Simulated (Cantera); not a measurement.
Feed: 1 mol MgO, 7.3 mol C, 2 mol H₂, at 850 K and 22.0 Pa.

Equilibrium computed with Cantera from the NASA thermochemical tables; the gas is ideal and each condensed phase is pure. Candidate condensed phases: C, C₆H₆, C₇H₈, C₈H₁₈, H₂O, Mg, MgCO₃, MgO, Mg(OH)₂; 116 gas species. The numbers say what is thermodynamically allowed, not how fast it happens.

Base state: H₂ 1.000, CH₄ 0.000137 (mole fractions); condensed: C(graphite) + MgO(s).

Problem. What changes in the equilibrium state with this change: MgO replaced by Fe₂O₃?

Solution. 
| species | before | after |
|---|---|---|
| CO | 1.56e-8 | 0.597 |
| H₂ | 1.000 | 0.400 |
| CO₂ | <1e-9 | 0.00169 |
| H₂O | <1e-9 | 0.000371 |
| CH₄ | 0.000137 | 2.19e-5 |
| C(graphite), mol | 7.30 | 4.31 |
| MgO(s), mol | 1.00 | 0 |
| Fe(α), mol | 0 | 2.00 |
Condensed phases not in the tables: cementite and carbon dissolved in iron. Further candidate phases: Fe, Fe(CO)₅, FeO, Fe(OH)₂, Fe(OH)₃, Fe₂O₃, Fe₃O₄.
